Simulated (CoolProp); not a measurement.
Properties of ethylene along the isotherm 30.05 °C (Tc = 9.2 °C, pc = 50.42 bar, ω = 0.087).

The numbers come from the reference Helmholtz-energy equation of state, Smukala 2000 in CoolProp.

| p (bar) | phase | cv (kJ/(kg K)) | Joule-Thomson coefficient (K/MPa) |
|---|---|---|---|
| 38.8 | gas | 1.381 | 10.62 |
| 77.6 | supercritical | 1.602 | 5.378 |
| 116 | supercritical | 1.484 | 1.516 |
| 155 | supercritical | 1.463 | 0.7341 |
| 194 | supercritical | 1.459 | 0.3825 |
| 233 | supercritical | 1.459 | 0.1771 |
| 271 | supercritical | 1.462 | 0.04374 |
| 310 | supercritical | 1.467 | -0.05473 |
| 349 | supercritical | 1.471 | -0.1289 |
| 388 | supercritical | 1.477 | -0.1869 |
| 427 | supercritical | 1.482 | -0.2335 |
| 465 | supercritical | 1.487 | -0.2708 |
| 504 | supercritical | 1.492 | -0.3029 |
